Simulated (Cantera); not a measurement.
A Cantera script and what it prints.

```python
import numpy as np
import cantera as ct

gas_names = [...]  # 109 gases of nasa_gas.yaml made of C, Cl, H, Si
cond_names = """
    C(gr) C6H6(L) C7H8(L) C8H18(L),n-octa Si(cr) Si(L) SiC(b)
""".split()


# ... load() reads the species with a 1 bar reference pressure and builds the phases ...
atoms = {
    'CH3SiCl3': {'C': 1, 'H': 3, 'Si': 1, 'CL': 3},
    'HCl': {'H': 1, 'CL': 1},
    'H2': {'H': 2},
    'C3H8': {'C': 3, 'H': 8},
}
top_T = {'C(gr)': 4500, 'SiC(b)': 3050}  # K; cautious upper limits of use, not melting points


# ... equilibrate(T, P, feed) seeds the gas with the atoms and calls Mixture.equilibrate('TP', solver="vcs", rtol=1e-11, max_steps=5000) ...
results = []
feed = {'CH3SiCl3': 1, 'HCl': 0.45, 'H2': 3.6, 'C3H8': 0.95}  # mol
T = 2150  # K
P = 1500  # Pa
mix = equilibrate(T, P, feed)
results.append((T, P, feed, dict(zip(mix.species_names, mix.species_moles))))
x = sorted(zip(gas.X, gas.species_names), reverse=True)
print(f"T = {T:g} K  P = {P:g} Pa  gas = {mix.phase_moles(0):.4g} mol")
print("   x: " + "  ".join(f"{s} {v:.3e}" for v, s in x if v > 1e-05))
print("   condensed (mol): " + ("  ".join(f"{mix.phase(i).name} {mix.phase_moles(i):.4g}"
      for i in range(1, mix.n_phases) if mix.phase_moles(i) > 1e-12) or "none"))
```

Output:

```
T = 2150 K  P = 1500 Pa  gas = 11.07 mol
   x: H2 6.766e-01  HCL 2.639e-01  H 2.832e-02  SiCL2 1.919e-02  CL 8.085e-03  Si 1.374e-03  C2H2,acetylene 1.311e-03  SiCL 8.190e-04  SiC2 1.087e-04  SiCL3 1.062e-04  SiH 6.766e-05  Si2C 6.762e-05  SiH2 1.457e-05
   condensed (mol): C(gr) 3.059  SiC(b) 0.7583
```

These are equilibrium values from Cantera (NASA tables, ideal gas, pure condensed phases), not measurements of a reactor. The feed counts by its element totals alone. The tables' values for SiCl, SiCl3 are old estimates; treat these amounts as uncertain. Gases not in the tables: Si2H6 and higher silanes.
